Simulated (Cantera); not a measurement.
Source: NASA polynomial tables (part measured, part estimated), evaluated in Cantera. Values are per mole of reaction as written; species without (g) are pure solids or liquids, kept so even where they would boil at 1 bar.

AlCl₃(g) + 2 Al → 3 AlCl(g)

| T (K) | ΔH° (kJ) | ΔS° (J/K) | ΔG° (kJ) | log10 K | condensed phases |
|---|---|---|---|---|---|
| 300 | 430.2 | 312.7 | 336.4 | -58.57 | Al(s) |
| 1173 | 384.4 | 254.6 | 85.8 | -3.82 | Al(l) |
| 1323 | ___ | ___ | ___ | ___ | Al(l) |
| 1473 | ___ | ___ | ___ | ___ | Al(l) |
| 1623 | ___ | ___ | ___ | ___ | Al(l) |
| 1773 | 365.1 | 241.3 | -62.7 | 1.85 | Al(l) |
| 1923 | 360.4 | 238.7 | -98.7 | 2.68 | Al(l) |
| 2073 | 355.7 | 236.4 | -134.4 | 3.39 | Al(l) |
| 2223 | ___ | ___ | ___ | ___ | Al(l) |

Problem. What belongs in the gaps?

Solution. 
- 1323, ΔH° (kJ): 379.6
- 1323, ΔS° (J/K): 250.7
- 1323, ΔG° (kJ): 47.9
- 1323, log10 K: -1.89
- 1473, ΔH° (kJ): 374.7
- 1473, ΔS° (J/K): 247.2
- 1473, ΔG° (kJ): 10.5
- 1473, log10 K: -0.37
- 1623, ΔH° (kJ): 369.9
- 1623, ΔS° (J/K): 244.1
- 1623, ΔG° (kJ): -26.3
- 1623, log10 K: 0.85
- 2223, ΔH° (kJ): 351.0
- 2223, ΔS° (J/K): 234.2
- 2223, ΔG° (kJ): -169.7
- 2223, log10 K: 3.99
